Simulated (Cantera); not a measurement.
An adiabatic, constant-volume homogeneous reactor starts with 5.75 % CH4, 19.2 % O2, 71.9 % N2, 3.16 % H2O, equivalence ratio 0.60, at 1700 K and 100000 Pa.

Model: GRI-Mech 3.0 (53 species, 325 reactions), integrated in Cantera.

One state of this run: T (K) = 2730; P (bar) = 1.64; x CH4 = <1e-12; x O2 = 0.0689; x H2O = 0.125; x H2 = 0.00617; x HCN = 1.39e-10; x OH = 0.0209; x C2H2 = <1e-12. x: mole fraction; the columns are a selection and need not sum to one.

Which value of t (s) does it belong to?
A. 0.000152
B. 1.74e-5
C. 2.00e-6
D. 0.00271

D, 0.00271
